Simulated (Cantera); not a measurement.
## Sublimation and decomposition of ceramics: SiC + C + N2

Charge: 1 mol SiC, 0.022 mol C, 0.026 mol N2, equilibrated at 2450 K.

Cantera equilibrium calculation (NASA polynomials, part measured and part estimated; ideal gas, pure solids and liquids). Candidate condensed phases: C, Si, SiC, Si3N4; 20 gas species. The tables' values for SiN are old estimates; treat these amounts as uncertain. Rates play no part.

```json
[
 {"P (Pa)": "1", "x N2": "0.0229", "x Si": "0.768", "x SiC2": "0.172", "x Si2C": "0.00107", "x C3": "0.0225", "n C(graphite)": "0.567", "n SiC(s)": "0"},
 {"P (Pa)": "7.20", "x N2": "0.0247", "x Si": "0.785", "x SiC2": "0.176", "x Si2C": "0.00808", "x C3": "0.00312", "n C(graphite)": "0.641", "n SiC(s)": "0"},
 {"P (Pa)": "52", "x N2": "0.0263", "x Si": "0.749", "x SiC2": "0.168", "x Si2C": "0.0531", "x C3": "0.000432", "n C(graphite)": "0.642", "n SiC(s)": "0"},
 {"P (Pa)": "370", "x N2": "0.745", "x Si": "0.186", "x SiC2": "0.0417", "x Si2C": "0.0233", "x C3": "6.07e-5", "n C(graphite)": "0.0279", "n SiC(s)": "0.990"},
 {"P (Pa)": "2700", "x N2": "0.964", "x Si": "0.0255", "x SiC2": "0.00571", "x Si2C": "0.00320", "x C3": "8.32e-6", "n C(graphite)": "0.0226", "n SiC(s)": "0.999"},
 {"P (Pa)": "19000", "x N2": "0.995", "x Si": "0.00362", "x SiC2": "0.000811", "x Si2C": "0.000454", "x C3": "1.18e-6", "n C(graphite)": "0.0221", "n SiC(s)": "1.000"},
 {"P (Pa)": "140000", "x N2": "0.999", "x Si": "0.000492", "x SiC2": "0.000110", "x Si2C": "6.17e-5", "x C3": "1.60e-7", "n C(graphite)": "0.0220", "n SiC(s)": "1.000"},
 {"P (Pa)": "1000000", "x N2": "1.000", "x Si": "6.89e-5", "x SiC2": "1.54e-5", "x Si2C": "8.64e-6", "x C3": "2.25e-8", "n C(graphite)": "0.0220", "n SiC(s)": "1.000"}
]
```
x: gas mole fraction; n: condensed amount in mol.

From 1.00e-5 bar to 0.000520 bar the condensed part is C(graphite). From 0.00370 bar to 10.0 bar the condensed part is C(graphite) + SiC(s). The main Si-bearing gas is Si throughout.
